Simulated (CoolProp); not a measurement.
Vapour pressure (kPa) of CH2F2 (R32): the reference equation beside estimates from Tc = 78.1 °C, pc = 5783 kPa, ω = 0.277. Clausius-Clapeyron is anchored at -80.05 °C with a constant enthalpy of vaporisation of 21.37 kJ/mol.

Values from CoolProp's reference Helmholtz-energy equation of state, Tillner-Roth 1997.

```tsv
T (°C)	reference	Lee-Kesler	Clausius-Clapeyron	van der Waals	Redlich-Kwong	Soave-Redlich-Kwong	Peng-Robinson
-104.65	2.475	2.095	2.663	120.7	7.214	2.162	2.380
-92.35	7.344	6.477	7.516	(withheld)	(withheld)	(withheld)	7.110
-80.05	18.59	16.99	18.59	297.4	44.37	17.30	18.12
-67.65	41.66	(withheld)	41.50	433.6	90.38	39.70	40.87
-55.35	83.61	80.69	84.10	(withheld)	165.9	81.16	82.47
-43.05	154.2	151.6	158.0	819.2	281.4	151.9	152.8
-30.65	(withheld)	265.4	279.8	1080	449.4	265.3	264.9
-18.35	431.6	434.4	466.6	1387	678.3	434.2	431.2
-5.95	669.0	676.8	745.2	1749	982.8	677.6	670.4
```

Question: Fill in the missing entries.

Answer: 
- -92.35, van der Waals: 195.1
- -92.35, Redlich-Kwong: 19.36
- -92.35, Soave-Redlich-Kwong: 6.644
- -67.65, Lee-Kesler: 39.24
- -55.35, van der Waals: 605.8
- -30.65, reference: 266.2

Absolute difference from the reference over all 9 rows, mean and median: Lee-Kesler 5.4 and 3.5 %, Clausius-Clapeyron 4.2 and 2.5 %, van der Waals 1279.8 and 624.6 %, Redlich-Kwong 107.2 and 98.4 %, Soave-Redlich-Kwong 4.5 and 2.9 %, Peng-Robinson 1.6 and 1.4 %.
